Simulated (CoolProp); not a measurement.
Saturation properties of R236EA.

Model: reference Helmholtz-energy equation of state, Rui 2013, in CoolProp.

| T (K) | p (MPa) | enthalpy of vaporisation (kJ/kg) | liquid viscosity (µPa s) |
|---|---|---|---|
| 257.6 | 0.03815 | 175.9 | 722 |
| 266.1 | 0.05723 | [?] | 621 |
| 274.5 | 0.08291 | 167.7 | 541 |
| 282.9 | [?] | 163.6 | 476 |
| 291.3 | 0.1611 | [?] | [?] |
| 299.8 | 0.2181 | 154.8 | 374 |
| 308.2 | 0.2885 | 150.2 | 334 |
| 316.6 | 0.3751 | 145.4 | 299 |
| 325 | 0.4804 | 140.3 | 269 |
| 333.5 | 0.6084 | 134.8 | 241 |
| 341.9 | 0.7587 | 129.0 | [?] |

Some entries are withheld; supply them.


- 266.1, enthalpy of vaporisation (kJ/kg): 171.8
- 282.9, p (MPa): 0.1170
- 291.3, enthalpy of vaporisation (kJ/kg): 159.3
- 291.3, liquid viscosity (µPa s): 421
- 341.9, liquid viscosity (µPa s): 216

It boils at 279.3 K under 1 atm.

Viscosity comes from a separate model (Huber 2003), an estimate that may be off by 10 % or more.
